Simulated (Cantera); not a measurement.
A closed system holds: 1 mol HF, 2.7 mol O₂, held at 2348.15 K and 10.0 mbar.

Method: chemical equilibrium by Gibbs-energy minimisation in Cantera with the NASA 1993 tables (ideal gas, pure condensed phases). Candidate condensed phases: H₂O; 22 gas species. Kinetics and transport are ignored.

Problem. What is the equilibrium state?

Solution. 
- x(O₂) = 0.678
- x(HF) = 0.255
- x(O) = 0.0538
- x(F) = 0.00706
- x(OH) = 0.00395
- x(H₂O) = 0.00114
- x(H) = 0.000757
- x(H₂) = 3.76e-5
- gas amount = 3.815 mol
